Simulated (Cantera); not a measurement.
# Equilibrium for abatement and gas-phase synthesis: NH3 + SO2 + N2

A closed system holds: 1 mol NH3, 0.019 mol SO2, 0.64 mol N2, held at 3.80 mbar.

These are equilibrium values from Cantera (NASA tables, ideal gas, pure condensed phases), not measurements of a reactor. Candidate condensed phases: H2O, H2SO4, S; 35 gas species. Rates play no part.

| T (K) | x H2 | x N2 | x H | x H2O |
|---|---|---|---|---|
| 1975 | 0.537 | 0.427 | 0.0163 | 0.0139 |
| 2075 | 0.526 | 0.423 | 0.0313 | 0.0136 |
| 2175 | 0.507 | 0.417 | 0.0564 | 0.0132 |
| 2275 | 0.477 | 0.409 | 0.0951 | 0.0126 |
| 2375 | 0.434 | 0.396 | 0.151 | 0.0117 |
| 2475 | 0.377 | 0.380 | 0.224 | 0.0103 |
| 2575 | 0.309 | 0.361 | 0.312 | 0.00821 |
x: gas mole fraction; nothing condenses.

From 1975 K to 2575 K nothing is condensed.
